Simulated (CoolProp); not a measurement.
The fluid at 298.15 K and 1.01 MPa (gas) is heated at constant pressure to 372.8 K. The same conditions are run with several fluids, on thermodynamics alone (safety and materials aside).

Computed with CoolProp (reference Helmholtz-energy equation of state of each fluid (R410A: Lemmon 2003; CH3F (R41): Lemmon 2006; R13: Platzer 1990; CH2F2 (R32): Tillner-Roth 1997; carbon monoxide: Lemmon 2006)). The equations of Platzer and Polt are older, rougher fits. Blends and air are pseudo-pure fits.

| fluid | heat (kJ/kg) | final density (kg/m³) |
|---|---|---|
| R410A | 73.9 | 25.1 |
| CH3F (R41) | 96.4 | 11.5 |
| R13 | 54.1 | 35.6 |
| CH2F2 (R32) | 77.9 | 18.0 |
| carbon monoxide | 78.9 | 9.11 |
